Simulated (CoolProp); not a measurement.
R407C at 293.15 K and 1.72 MPa is throttled through a valve to 0.416 MPa with no heat exchange. Each further row changes one setting.

Values from CoolProp's reference Helmholtz-energy equation of state, Lemmon 2003. It is a pseudo-pure fit of the blend.

| case | temperature change (K) | final phase | final density (kg/m³) |
|---|---|---|---|
| as stated | -28.0 | two-phase, vapour fraction 0.190 | 88.4 |
| outlet pressure 0.125 MPa | -56.8 | two-phase, vapour fraction 0.336 | 16.7 |
| outlet pressure 0.541 MPa | -20.6 | two-phase, vapour fraction 0.146 | 142 |
